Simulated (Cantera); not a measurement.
Cantera run:

```python
import numpy as np
import cantera as ct

gas_names = [...]  # 91 gases of nasa_gas.yaml made of C, Cl, H
cond_names = """
    C(gr) C6H6(L) C7H8(L) C8H18(L),n-octa
""".split()


# ... load() reads the species with a 1 bar reference pressure and builds the phases ...
atoms = {
    'CCl4': {'C': 1, 'CL': 4},
    'CH4': {'C': 1, 'H': 4},
    'H2': {'H': 2},
}
top_T = {'C(gr)': 4500}  # K; cautious upper limits of use, not melting points


# ... equilibrate(T, P, feed) seeds the gas with the atoms and calls Mixture.equilibrate('TP', solver="vcs", rtol=1e-11, max_steps=5000) ...
results = []
feed = {'CCl4': 1, 'CH4': 1.2, 'H2': 2.6}  # mol
T = 3348  # K
P = 1000  # Pa
mix = equilibrate(T, P, feed)
results.append((T, P, feed, dict(zip(mix.species_names, mix.species_moles))))
x = sorted(zip(gas.X, gas.species_names), reverse=True)
print(f"T = {T:g} K  P = {P:g} Pa  gas = {mix.phase_moles(0):.4g} mol")
print("   x: " + "  ".join(f"{s} {v:.3e}" for v, s in x if v > 1e-05))
print("   condensed (mol): " + ("  ".join(f"{mix.phase(i).name} {mix.phase_moles(i):.4g}"
      for i in range(1, mix.n_phases) if mix.phase_moles(i) > 1e-12) or "none"))
```

Output:

```
T = 3348 K  P = 1000 Pa  gas = 14.51 mol
   x: H 6.249e-01  CL 2.612e-01  C 3.232e-02  C3 3.050e-02  H2 2.300e-02  HCL 1.439e-02  C2 1.007e-02  C2H 2.781e-03  C2H2,acetylene 3.827e-04  C5 1.556e-04  CH 1.318e-04  C4 8.325e-05  CCL 2.681e-05
   condensed (mol): none
```

Cantera equilibrium calculation (NASA polynomials, part measured and part estimated; ideal gas, pure solids and liquids). The tables' values for CCl are old estimates; treat these amounts as uncertain.
